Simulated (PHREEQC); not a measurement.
A solution holds 0.0013 mol/kgw CuSO4, 0.004 mol/kgw HNO3 and 0.058 mol/kgw FeCl3, at 20 °C. Closed to the air; pH follows from the charge balance.

The numbers come from PHREEQC with the ion-association model, phreeqc.dat.

```yaml
pH: 1.91
ionic_strength: 0.257 mol/kgw
total_alkalinity: -120 meq/kg
```

```tsv
species	molality	activity	log γ
Cl-	0.143	0.100	-0.156
FeCl+2	0.0217	0.00599	-0.560
Fe+3	0.0195	0.00232	-0.925
H+	0.0155	0.0122	-0.103
FeCl2+	0.00435	0.00315	-0.140
NO3-	0.00400	0.00270	-0.171
Fe2(OH)2+4	0.00343	2.73e-5	-2.098
FeOH+2	0.00330	0.000907	-0.560
Cu+2	0.00119	0.000363	-0.513
FeSO4+	0.00104	0.000755	-0.140
Fe3(OH)4+5	0.000350	1.84e-7	-3.278
SO4-2	0.000123	3.32e-5	-0.570
CuCl+	0.000109	7.64e-5	-0.154
FeHSO4+2	8.31e-5	2.48e-5	-0.525
```

No solid was allowed to form. Saturation is exceeded, for instance for Hematite (slow to form), Goethite (slow to form); the values hold only as long as no solid forms.
